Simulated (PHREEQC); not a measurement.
Consider water at 65 °C with 0.27 mol/kgw NiSO4, 0.038 mol/kgw KCl and 0.0046 mol/kgw NiCl2. Closed to the air; pH follows from the charge balance.

The numbers come from PHREEQC with the ion-association model, wateq4f.dat.

**Question.** The ionic strength comes out as 0.506 mol/kgw. What activity coefficients do K+, Cl-, NiCl+, NiOH+, SO4-2 get?

**Answer.** K+ 0.62, Cl- 0.62, NiCl+ 0.71, NiOH+ 0.71, SO4-2 0.18.

No solid was allowed to form. Away from 25 °C the constants follow the database's enthalpies or fits; those with neither stay at their 25 °C values.
